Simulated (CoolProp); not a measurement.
CH3F (R41) along the isobar 18400 kPa: fugacity coefficient from the reference equation and from simpler models built on Tc = 317.3 K, pc = 5906 kPa, ω = 0.200; each cubic takes its own stable root.

Model: reference Helmholtz-energy equation of state, Lemmon 2006, in CoolProp. It is a short technical equation, of lower accuracy than the large ones.

| T (K) | phase | reference |
|---|---|---|
| 152.1 | liquid | 0.0004045 |
| 173.5 | liquid | 0.002260 |
| 194.9 | liquid | 0.008171 |
| 216.3 | liquid | 0.02190 |
| 237.7 | liquid | 0.04734 |
| 259.1 | liquid | 0.08732 |
| 280.5 | liquid | 0.1427 |
| 301.9 | liquid | 0.2120 |
| 323.3 | supercritical | 0.2919 |

Task: How far does each simpler model (van der Waals, Redlich-Kwong) lie from the reference over these 9 states: mean and median of the absolute difference, and the worst?

Result: 
- van der Waals: mean 781.2 %, median 205.7 %, worst +4050.8 % at 152.1 K and 18400 kPa
- Redlich-Kwong: mean 50.1 %, median 47.5 %, worst +87.9 % at 152.1 K and 18400 kPa
